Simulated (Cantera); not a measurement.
Input: 1 mol ZrN, 0.093 mol N₂, at 2648.15 K.

These are equilibrium values from Cantera (NASA tables, ideal gas, pure condensed phases), not measurements of a reactor. Candidate condensed phases: Zr, ZrN; 4 gas species. ZrN: taken at fixed stoichiometry. Rates play no part.

x: gas mole fraction; n: condensed amount in mol.

| P (Pa) | x N₂ | x Zr | x N | x ZrN | n ZrN(s) |
|---|---|---|---|---|---|
| 1 | 0.372 | 0.628 | 0.000206 | 1.83e-8 | 0 |
| 5.60 | … | … | … | … | 0.983 |
| 32 | 0.990 | 0.00961 | 5.94e-5 | 2.58e-9 | 0.999 |
| 180 | 0.999 | 0.000717 | 2.52e-5 | 4.58e-10 | 1.000 |
| 1000 | 1.000 | 5.47e-5 | 1.07e-5 | 8.25e-11 | 1.000 |
| 5600 | 1.000 | 4.13e-6 | 4.51e-6 | 1.47e-11 | 1.00 |
| 32000 | 1.000 | 3.02e-7 | 1.89e-6 | 2.58e-12 | 1.00 |
| 180000 | 1.000 | … | … | <1e-12 | 1.00 |
| 1000000 | 1.00 | 1.73e-9 | 3.38e-7 | <1e-12 | 1.00 |

Task: Some entries are withheld; supply them.

Result: 
- 180000, x Zr: 2.27e-8
- 180000, x N: 7.96e-7
- 5.60, x N₂: 0.859
- 5.60, x Zr: 0.141
- 5.60, x N: 0.000132
- 5.60, x ZrN: 1.47e-8
